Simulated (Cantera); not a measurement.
Charge: 1 mol Si3N4, 0.036 mol C, 5.8 mol H2, equilibrated at 1675 °C and 1 atm.

Cantera equilibrium calculation (NASA polynomials, part measured and part estimated; ideal gas, pure solids and liquids). Candidate condensed phases: C, C6H6, C7H8, C8H18, Si, SiC, Si3N4; 105 gas species. Mutual solubility and eutectic melting of coexisting phases are not modelled. Gases not in the tables: Si2H6 and higher silanes. Equilibrium is a limit: real reactors are often held back by kinetics, nucleation or transport.

Base state: H2 0.918, N2 0.0806, H 0.00108, HCN 0.000146, SiH2 7.20e-5, Si 2.30e-5, CH4 1.88e-5, SiH 1.70e-5 (mole fractions); condensed: Si(l) + SiC(s) + Si3N4(s).

Task: What changes in the equilibrium state with this change: pressure from 1 atm to 9.80 Pa?

Result: 
```json
[
 {"species": "H2", "before": "0.918", "after": "0.491"},
 {"species": "Si", "before": "2.30e-5", "after": "0.237"},
 {"species": "N2", "before": "0.0806", "after": "0.183"},
 {"species": "H", "before": "0.00108", "after": "0.0801"},
 {"species": "CH4", "before": "1.88e-5", "after": "<1e-9"},
 {"species": "Si3", "before": "4.61e-8", "after": "0.000476"},
 {"species": "Si2", "before": "2.09e-7", "after": "0.00216"},
 {"species": "Si2C", "before": "5.03e-7", "after": "0.00319"},
 {"species": "Si(l), mol", "before": "0.729", "after": "0.253"},
 {"species": "SiC(s), mol", "before": "0.0349", "after": "0"},
 {"species": "Si3N4(s), mol", "before": "0.745", "after": "0"}
]
```
The tables' values for SiN are old estimates; treat these amounts as uncertain.

Task: What changes in the equilibrium state with this change: pressure from 1 atm to 1.10 Pa?

Result: 
| species | before | after |
|---|---|---|
| H2 | 0.918 | 0.377 |
| Si | 2.30e-5 | 0.244 |
| H | 0.00108 | 0.209 |
| N2 | 0.0806 | 0.166 |
| SiC2 | 1.50e-9 | 0.000188 |
| CH4 | 1.88e-5 | <1e-9 |
| Si(l), mol | 0.729 | 0 |
| SiC(s), mol | 0.0349 | 0 |
| Si3N4(s), mol | 0.745 | 0 |
The tables' values for SiN are old estimates; treat these amounts as uncertain.

Task: What changes in the equilibrium state with this change: temperature from 1675 °C to 2202 °C?

Result: 
```csv
species,before,after
H2,0.918,0.720
N2,0.0806,0.251
H,0.00108,0.0190
Si,2.30e-5,0.00388
SiC2,1.50e-9,1.50e-5
Si2C,5.03e-7,0.000291
"Si(l), mol",0.729,2.95
"SiC(s), mol",0.0349,0
"Si3N4(s), mol",0.745,0
```
The tables' values for SiN are old estimates; treat these amounts as uncertain.
